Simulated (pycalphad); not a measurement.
CALPHAD calculation (pycalphad, COST 507 light-alloy database (1999)), 1 atm. The data set is of 1999 and partly superseded. Diffusion is slow at the low end, where real alloys seldom reach equilibrium.

Molar enthalpy of Fe-56.03Si (wt.%) in equilibrium (SER reference):

```json
[
 {"T (°C)": "1977", "H (kJ/mol)": "64.80", "phases": "LIQUID"},
 {"T (°C)": "1877", "H (kJ/mol)": "61.55", "phases": "LIQUID"},
 {"T (°C)": "1777", "H (kJ/mol)": "58.29", "phases": "LIQUID"},
 {"T (°C)": "1677", "H (kJ/mol)": "55.04", "phases": "LIQUID"},
 {"T (°C)": "1577", "H (kJ/mol)": "51.79", "phases": "LIQUID"},
 {"T (°C)": "1477", "H (kJ/mol)": "48.55", "phases": "LIQUID"},
 {"T (°C)": "1377", "H (kJ/mol)": "45.38", "phases": "LIQUID"},
 {"T (°C)": "1277", "H (kJ/mol)": "42.25", "phases": "LIQUID"},
 {"T (°C)": "1227", "H (kJ/mol)": "40.71", "phases": "LIQUID"},
 {"T (°C)": "1177", "H (kJ/mol)": "15.17", "phases": "FESI2_H + DIAMOND_A4"},
 {"T (°C)": "1127", "H (kJ/mol)": "13.64", "phases": "FESI2_H + DIAMOND_A4"},
 {"T (°C)": "1077", "H (kJ/mol)": "12.12", "phases": "FESI2_H + DIAMOND_A4"},
 {"T (°C)": "977", "H (kJ/mol)": "9.14", "phases": "FESI2_H + DIAMOND_A4"},
 {"T (°C)": "877", "H (kJ/mol)": "1.50", "phases": "FESI2_L + DIAMOND_A4"},
 {"T (°C)": "777", "H (kJ/mol)": "-1.37", "phases": "FESI2_L + DIAMOND_A4"},
 {"T (°C)": "677", "H (kJ/mol)": "-4.17", "phases": "FESI2_L + DIAMOND_A4"},
 {"T (°C)": "577", "H (kJ/mol)": "-6.92", "phases": "FESI2_L + DIAMOND_A4"},
 {"T (°C)": "477", "H (kJ/mol)": "-9.60", "phases": "FESI2_L + DIAMOND_A4"},
 {"T (°C)": "377", "H (kJ/mol)": "-12.21", "phases": "FESI2_L + DIAMOND_A4"},
 {"T (°C)": "277", "H (kJ/mol)": "-14.75", "phases": "FESI2_L + DIAMOND_A4"}
]
```

Cooling from 1227 °C to 1177 °C, across the freezing range, releases 25.5 kJ/mol, or 711 J/g. The slope is 31 J/(mol K) in the liquid and 31 J/(mol K) just below the solidus, where it includes any heat of precipitation. Liquidus 1207 °C, solidus 1205 °C. Changes were sought between steps of 50 K, so a narrower field can be missed.

Database names, with the compositions (at.%) that they take in these runs: FESI2_H: Si 70 Fe 30; FESI2_L: Si 67 Fe 33. DIAMOND_A4 is diamond (Si).
